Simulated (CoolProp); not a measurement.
Properties of R410A along the isobar 4.05 MPa.

The numbers come from the reference Helmholtz-energy equation of state, Lemmon 2003 in CoolProp. It is a pseudo-pure fit of the blend.

| T (K) | phase | Z | cv (kJ/(kg K)) | speed of sound (m/s) | Joule-Thomson coefficient (K/MPa) | viscosity (µPa s) | fugacity coefficient |
|---|---|---|---|---|---|---|---|
| 244.5 | liquid | 0.1124 | 0.8604 | 738.0 | -0.2107 | 244 | 0.07199 |
| 272.9 | liquid | 0.1091 | 0.8808 | 600.0 | ___ | 174 | ___ |
| 301.3 | liquid | 0.1102 | 0.9164 | 451.2 | 0.2324 | 121 | 0.3691 |
| 358 | gas | 0.6745 | 0.9475 | 168.5 | 11.50 | ___ | 0.7471 |
| 386.4 | gas | 0.7774 | 0.9222 | 190.8 | 8.734 | 18.8 | 0.8090 |
| 414.8 | gas | 0.8377 | 0.9313 | 206.9 | 6.889 | 19.5 | 0.8528 |
| 443.2 | gas | 0.8781 | 0.9524 | 220.1 | 5.576 | 20.4 | 0.8852 |
| 471.6 | gas | 0.9067 | 0.9786 | 231.4 | 4.604 | 21.4 | ___ |
| 500 | gas | 0.9280 | 1.007 | 241.6 | 3.862 | 22.3 | 0.9290 |

Task: Complete the blanks.

Result: 
- 272.9, Joule-Thomson coefficient (K/MPa): -0.07211
- 272.9, fugacity coefficient: 0.1836
- 358, viscosity (µPa s): 18.4
- 471.6, fugacity coefficient: 0.9098

Viscosity comes from a separate model (Geller 2000).
